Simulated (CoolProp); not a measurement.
Cyclopropane at 290.4 K and 0.162 MPa is compressed adiabatically to 0.376 MPa with isentropic efficiency 0.8. Each further row changes one setting.

Model: reference Helmholtz-energy equation of state, Polt 1992, in CoolProp. This equation is an older, rougher fit.

```tsv
case	work (kJ/kg)	final temperature (K)	final density (kg/m³)
as stated	[?]	[?]	[?]
efficiency 1	[?]	[?]	[?]
efficiency 0.65	76.4	[?]	5.71
```

Problem. Fill in the missing entries.

Solution. 
- as stated, work (kJ/kg): 62.1
- as stated, final temperature (K): 337.0
- as stated, final density (kg/m³): 5.89
- efficiency 1, work (kJ/kg): 49.7
- efficiency 1, final temperature (K): 329.2
- efficiency 1, final density (kg/m³): 6.05
- efficiency 0.65, final temperature (K): 345.9
